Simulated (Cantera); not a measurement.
## Equilibrium for boron, boron nitride and boron oxide: borazine + N2 + H2

Input: 1 mol borazine, 1.5 mol N2, 1.3 mol H2, at 2400 K and 10.0 Torr.

Equilibrium computed with Cantera from the NASA thermochemical tables; the gas is ideal and each condensed phase is pure. Candidate condensed phases: B, BN; 15 gas species. The feed counts by its element totals alone. The tables' values for BH2 are old estimates; treat these amounts as uncertain. Kinetics and transport are ignored.

```yaml
x(H2): 0.508
x(N2): 0.390
x(H): 0.0982
x(B): 0.00239
x(BH2): 0.00151
x(BH): 0.000132
x(BN): 7.88e-5
x(BH3): 3.33e-6
n(B(l)): 2.97 mol
gas_amount: 7.697 mol
```
